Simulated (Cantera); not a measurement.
# Formation from one mole of O2

Cantera with NASA thermochemical tables; ideal gases at 1 bar, condensed phases pure. Values are per mole of reaction as written; species without (g) are pure solids or liquids, kept so even where they would boil at 1 bar.

Nb + O2(g) → NbO2(g)

```csv
T (K),ΔH° (kJ),ΔS° (J/K),ΔG° (kJ),log10 K
1700,-211.1,17.9,-241.6,7.42
1800,-212.2,17.3,-243.3,7.06
1900,-213.5,16.6,-245.0,6.74
2000,-214.8,15.9,-246.7,6.44
2100,-216.2,15.3,-248.2,6.17
2200,-217.7,14.5,-249.7,5.93
2300,-219.3,13.8,-251.1,5.70
2400,-221.1,13.1,-252.5,5.49
2500,-223.0,12.3,-253.7,5.30
2600,-225.1,11.5,-254.9,5.12
```

2 C + O2(g) → 2 CO(g)

```
T (K)  ΔH° (kJ)  ΔS° (J/K)  ΔG° (kJ)  log10 K
-----  --------  ---------  --------  -------
1700     -233.3      169.6    -521.6    16.03
1800     -234.8      168.7    -538.5    15.63
1900     -236.3      167.9    -555.4    15.27
2000     -237.8      167.1    -572.1    14.94
2100     -239.4      166.4    -588.8    14.65
2200     -241.0      165.6    -605.4    14.37
2300     -242.7      164.9    -621.9    14.12
2400     -244.3      164.2    -638.4    13.89
2500     -246.0      163.5    -654.8    13.68
2600     -247.8      162.8    -671.1    13.48
```

4 Al + O2(g) → 2 Al2O(g)

```json
[
 {"T (K)": "1700", "ΔH° (kJ)": "-383.7", "ΔS° (J/K)": "83.6", "ΔG° (kJ)": "-525.8", "log10 K": "16.16"},
 {"T (K)": "1800", "ΔH° (kJ)": "-387.8", "ΔS° (J/K)": "81.3", "ΔG° (kJ)": "-534.0", "log10 K": "15.50"},
 {"T (K)": "1900", "ΔH° (kJ)": "-391.9", "ΔS° (J/K)": "79.1", "ΔG° (kJ)": "-542.1", "log10 K": "14.90"},
 {"T (K)": "2000", "ΔH° (kJ)": "-395.9", "ΔS° (J/K)": "77.0", "ΔG° (kJ)": "-549.9", "log10 K": "14.36"},
 {"T (K)": "2100", "ΔH° (kJ)": "-400.0", "ΔS° (J/K)": "75.0", "ΔG° (kJ)": "-557.5", "log10 K": "13.87"},
 {"T (K)": "2200", "ΔH° (kJ)": "-404.2", "ΔS° (J/K)": "73.0", "ΔG° (kJ)": "-564.9", "log10 K": "13.41"},
 {"T (K)": "2300", "ΔH° (kJ)": "-408.3", "ΔS° (J/K)": "71.2", "ΔG° (kJ)": "-572.1", "log10 K": "12.99"},
 {"T (K)": "2400", "ΔH° (kJ)": "-412.5", "ΔS° (J/K)": "69.4", "ΔG° (kJ)": "-579.1", "log10 K": "12.60"},
 {"T (K)": "2500", "ΔH° (kJ)": "-416.6", "ΔS° (J/K)": "67.7", "ΔG° (kJ)": "-586.0", "log10 K": "12.24"},
 {"T (K)": "2600", "ΔH° (kJ)": "-420.8", "ΔS° (J/K)": "66.1", "ΔG° (kJ)": "-592.7", "log10 K": "11.91"}
]
```

2 H2(g) + O2(g) → 2 H2O(g)

| T (K) | ΔH° (kJ) | ΔS° (J/K) | ΔG° (kJ) | log10 K |
|---|---|---|---|---|
| 1700 | -501.5 | -115.2 | -305.7 | 9.39 |
| 1800 | -502.0 | -115.4 | -294.2 | 8.54 |
| 1900 | -502.4 | -115.6 | -282.6 | 7.77 |
| 2000 | -502.7 | -115.8 | -271.1 | 7.08 |
| 2100 | -502.9 | -115.9 | -259.5 | 6.45 |
| 2200 | -503.2 | -116.0 | -247.9 | 5.89 |
| 2300 | -503.3 | -116.1 | -236.3 | 5.37 |
| 2400 | -503.5 | -116.2 | -224.7 | 4.89 |
| 2500 | -503.6 | -116.2 | -213.1 | 4.45 |
| 2600 | -503.7 | -116.3 | -201.4 | 4.05 |
